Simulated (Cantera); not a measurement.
Charge: 1 mol Pb, 22 mol N2, at 0.00133 bar.

These are equilibrium values from Cantera (NASA tables, ideal gas, pure condensed phases), not measurements of a reactor. Candidate condensed phases: Pb; 4 gas species. The numbers say what is thermodynamically allowed, not how fast it happens. All values below are at 923 K.

Base state: N2 0.998, Pb 0.00190 (mole fractions); condensed: Pb(l).

Question: What changes in the equilibrium state with this change: Pb replaced by PbO?

Answer: 
```json
[
 {"species": "N2", "before": "0.998", "after": "1.000"},
 {"species": "PbO", "before": "0", "after": "1.41e-5"},
 {"species": "Pb", "before": "0.00190", "after": "2.89e-6"},
 {"species": "Pb(l), mol", "before": "0.958", "after": "0"},
 {"species": "PbO(yellow), mol", "before": "0", "after": "1.000"}
]
```
Further candidate phases: PbO, PbO2, Pb3O4.
